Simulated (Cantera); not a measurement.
Source: NASA polynomial tables (part measured, part estimated), evaluated in Cantera. Values are per mole of reaction as written; species without (g) are pure solids or liquids, kept so even where they would boil at 1 bar.

2 HCl(g) + Mg = H₂(g) + MgCl₂(g)

| T (K) | ΔH° (kJ) | ΔS° (J/K) | ΔG° (kJ) | log10 K | condensed phases |
|---|---|---|---|---|---|
| 300 | ? | ? | ? | ? | Mg(s) |
| 1448 | -218.6 | -8.1 | -206.9 | 7.46 | Mg(l) |
| 1473 | ? | ? | ? | ? | Mg(l) |
| 1498 | -219.0 | -8.4 | -206.5 | 7.20 | Mg(l) |
| 1523 | -219.2 | -8.5 | -206.3 | 7.07 | Mg(l) |
| 1548 | ? | ? | ? | ? | Mg(l) |
| 1573 | ? | ? | ? | ? | Mg(l) |
| 1598 | -219.8 | -8.9 | -205.6 | 6.72 | Mg(l) |
| 1623 | -220.0 | -9.0 | -205.4 | 6.61 | Mg(l) |
| 1648 | -220.3 | -9.2 | -205.2 | 6.50 | Mg(l) |
| 1673 | -220.5 | -9.3 | -204.9 | 6.40 | Mg(l) |

Problem. Some entries are withheld; supply them.

Solution. 
- 300, ΔH° (kJ): -207.8
- 300, ΔS° (J/K): 1.4
- 300, ΔG° (kJ): -208.3
- 300, log10 K: 36.26
- 1473, ΔH° (kJ): -218.8
- 1473, ΔS° (J/K): -8.2
- 1473, ΔG° (kJ): -206.7
- 1473, log10 K: 7.33
- 1548, ΔH° (kJ): -219.4
- 1548, ΔS° (J/K): -8.6
- 1548, ΔG° (kJ): -206.1
- 1548, log10 K: 6.95
- 1573, ΔH° (kJ): -219.6
- 1573, ΔS° (J/K): -8.8
- 1573, ΔG° (kJ): -205.8
- 1573, log10 K: 6.84
